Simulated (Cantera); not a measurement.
Input: 1 mol CS₂, 0.1 mol O₂, 2.7 mol H₂, held at 2.10e7 Pa.

Equilibrium computed with Cantera from the NASA thermochemical tables; the gas is ideal and each condensed phase is pure. Candidate condensed phases: C, C₆H₆, C₇H₈, C₈H₁₈, H₂O, H₂SO₄, S; 123 gas species. The ideal-gas law is rough above about 30 bar. Equilibrium is a limit: real reactors are often held back by kinetics, nucleation or transport.

**Question.** Which condensed phases are stable at each of these points (T (K)): 2348, 2498, 2648, 2798, 2948, 3098, 3248, 3398?

**Answer.** 
| T (K) | condensed phases | C condensed (%) |
|---|---|---|
| 2348 | C(graphite) | 36.5 |
| 2498 | C(graphite) | 28.7 |
| 2648 | C(graphite) | 18.8 |
| 2798 | C(graphite) | 5.7 |
| 2948 | gas only | 0.0 |
| 3098 | gas only | 0.0 |
| 3248 | gas only | 0.0 |
| 3398 | gas only | 0.0 |

From 2348 K to 2798 K the condensed part is C(graphite). From 2948 K to 3398 K nothing is condensed.
